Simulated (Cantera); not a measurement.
# Diamond growth

A diamond (100) surface in a fixed gas of H2 with x(CH4) = 0.0096, x(H) = 0.03, at 1000 K, 0.168 atm; coverages are run to steady state.

Model: the Harris–Goodwin 1993 mechanism for the reconstructed diamond (100) surface, integrated in Cantera.

```tsv
x(CH3)	growth (µm/h)	θ c6HH	θ c6H*	θ c6*H	θ c6**	θ c6HM
1e-06	0.0909	0.596	0.0194	0.374	0.00997	1.83e-5
2.9e-06	0.264	0.596	0.0194	0.374	0.00997	5.31e-5
8.1e-06	0.736	0.596	0.0194	0.374	0.00997	0.000148
2.3e-05	2.09	0.596	0.0194	0.374	0.00997	0.000421
6.6e-05	5.99	0.596	0.0193	0.374	0.00995	0.00121
0.00019	17.2	0.594	0.0193	0.372	0.00991	0.00346
0.00054	48.4	0.589	0.0191	0.369	0.00979	0.00974
0.0015	131	0.575	0.0187	0.360	0.00949	0.0264
0.0044	356	0.539	0.0174	0.337	0.00866	0.0717
```
θ: site fractions in the mechanism's names (c6HH fully hydrogenated, c6H* and c6*H radical sites, c6** diradical, c6HM methylated).
